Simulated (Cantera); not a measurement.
Feed: 1 mol SiF4, 2.6 mol NH3.

These are equilibrium values from Cantera (NASA tables, ideal gas, pure condensed phases), not measurements of a reactor. Candidate condensed phases: Si, Si3N4; 37 gas species. The tables' values for SiF2, SiF3 are old estimates. Rates play no part.

Task: What condenses at these points (T in K, P in Pa): (1125, 21); (1125, 5900); (1225, 5900); (1625, 350); (1225, 100000)?

Result: 
| T (K) | P in Pa | condensed phases | Si condensed (%) |
|---|---|---|---|
| 1125 | 21 | Si3N4 | 0.1 |
| 1125 | 5900 | Si3N4 | 0.1 |
| 1225 | 5900 | Si3N4 | 0.1 |
| 1625 | 350 | gas only | 0.0 |
| 1225 | 100000 | Si3N4 | 0.0 |
